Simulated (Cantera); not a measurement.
Charge: 1 mol C2F6, equilibrated at 160 Pa.

Method: chemical equilibrium by Gibbs-energy minimisation in Cantera with the NASA 1993 tables (ideal gas, pure condensed phases). Candidate condensed phases: C; 13 gas species. The feed counts by its element totals alone. Gases not in the tables: C2F6 and larger saturated fluorocarbons. The numbers say what is thermodynamically allowed, not how fast it happens. All values below are at 1923 K.

Base state: CF4 0.802, CF2 0.128, F 0.0623, CF3 0.00716, CF 0.000194 (mole fractions); condensed: C(graphite).

What changes in the equilibrium state with this change: C2F6 replaced by CF4?


```tsv
species	before	after
CF4	0.802	0.843
F	0.0623	0.103
CF2	0.128	0.0492
CF	0.000194	4.50e-5
CF3	0.00716	0.00454
C(graphite), mol	0.414	0
```
